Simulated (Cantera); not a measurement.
Cantera run, input and output.

```python
import numpy as np
import cantera as ct

gas = ct.Solution("gri30.yaml", transport_model="mixture-averaged")
show = ['NO', 'H2O', 'CH3']

rows = []
print(f"{'T/K':>7s}{'rho':>11s}{'cp':>10s}{'mu':>11s}{'lambda':>11s}{'Pr':>7s}" + "".join(f"{'D_' + s:>11s}" for s in show))
for T in [400, 550, 700, 850, 1000, 1150, 1300, 1450]:
    gas.TPX = T, 1100, {'NO': 0.2, 'N2': 0.59}
    Pr = gas.cp_mass * gas.viscosity / gas.thermal_conductivity
    D = [gas.mix_diff_coeffs_mole[gas.species_index(s)] for s in show]
    rows.append([gas.density, gas.cp_mass, gas.viscosity, gas.thermal_conductivity, Pr, *D])
    print(f"{T:7g}{gas.density:11.4e}{gas.cp_mass:10.1f}{gas.viscosity:11.4e}"
          f"{gas.thermal_conductivity:11.4e}{Pr:7.3f}" + "".join(f"{d:11.4e}" for d in D))
print("SI units: kg/m3, J/kg/K, Pa s, W/m/K, m2/s")
```

Output:

```
    T/K        rho        cp         mu     lambda     Pr       D_NO      D_H2O      D_CH3
    400 9.4324e-03    1033.8 2.2542e-05 3.2687e-02  0.713 3.1204e-03 3.6364e-03 3.4421e-03
    550 6.8599e-03    1055.4 2.8141e-05 4.2068e-02  0.706 5.3790e-03 6.5925e-03 5.9726e-03
    700 5.3899e-03    1087.9 3.3105e-05 5.1210e-02  0.703 8.0817e-03 1.0204e-02 9.0042e-03
    850 4.4388e-03    1125.8 3.7644e-05 6.0056e-02  0.706 1.1191e-02 1.4399e-02 1.2493e-02
   1000 3.7730e-03    1159.7 4.1875e-05 6.8592e-02  0.708 1.4678e-02 1.9128e-02 1.6408e-02
   1150 3.2808e-03    1184.1 4.5867e-05 7.6820e-02  0.707 1.8524e-02 2.4353e-02 2.0723e-02
   1300 2.9023e-03    1205.2 4.9669e-05 8.4749e-02  0.706 2.2710e-02 3.0046e-02 2.5422e-02
   1450 2.6020e-03    1223.2 5.3311e-05 9.2391e-02  0.706 2.7223e-02 3.6183e-02 3.0486e-02
SI units: kg/m3, J/kg/K, Pa s, W/m/K, m2/s
```

Computed with Cantera and GRI-Mech 3.0 (53 species, 325 reactions). The composition is frozen, though it would react at the higher temperatures.
